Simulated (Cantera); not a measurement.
# Low-pressure radical oxidation in H2/O2

A perfectly stirred reactor is fed with H₂ : O₂ = 0.12 : 1 (molar parts), equivalence ratio 0.060, at 20.3 Torr; it is held at 1450 K, and followed from long to short residence time.

Cantera simulation using the H2/O2 subset of GRI-Mech 3.0, which has no nitrogen chemistry; the numbers are that mechanism's predictions, not measurements. Radical loss at walls, strong at low pressure, is not modelled. The temperature is held fixed by assumption; the heat of reaction is taken as removed at once.

| τ (s) | x H₂ | x O₂ | x HO₂ | x H₂O₂ | x H | x H₂O | x OH |
|---|---|---|---|---|---|---|---|
| 1.6 | 0.000139 | 0.884 | 1.30e-6 | 5.21e-8 | 0.000101 | 0.112 | 0.00239 |
| 0.96 | 0.000194 | 0.883 | 1.64e-6 | 6.18e-8 | 0.000168 | 0.111 | 0.00283 |
| 0.58 | 0.000268 | 0.882 | 2.04e-6 | 7.27e-8 | 0.000276 | 0.111 | 0.00333 |
| 0.35 | 0.000369 | 0.880 | 2.51e-6 | 8.49e-8 | 0.000452 | 0.110 | 0.00392 |
| 0.21 | 0.000507 | 0.878 | 3.03e-6 | 9.85e-8 | 0.000738 | 0.109 | 0.00460 |
| 0.12 | 0.000712 | 0.874 | 3.64e-6 | 1.14e-7 | 0.00124 | 0.108 | 0.00546 |
| 0.075 | 0.000938 | 0.870 | 4.16e-6 | 1.28e-7 | 0.00190 | 0.107 | 0.00627 |
| 0.045 | 0.00125 | 0.865 | 4.71e-6 | 1.43e-7 | 0.00296 | 0.105 | 0.00722 |
| 0.027 | 0.00164 | 0.859 | 5.20e-6 | 1.57e-7 | 0.00446 | 0.103 | 0.00823 |
| 0.016 | 0.00212 | 0.851 | 5.63e-6 | 1.69e-7 | 0.00651 | 0.101 | 0.00926 |
| 0.0096 | 0.00266 | 0.843 | 5.94e-6 | 1.79e-7 | 0.00894 | 0.0977 | 0.0102 |
x: mole fraction; the columns are a selection and need not sum to one.
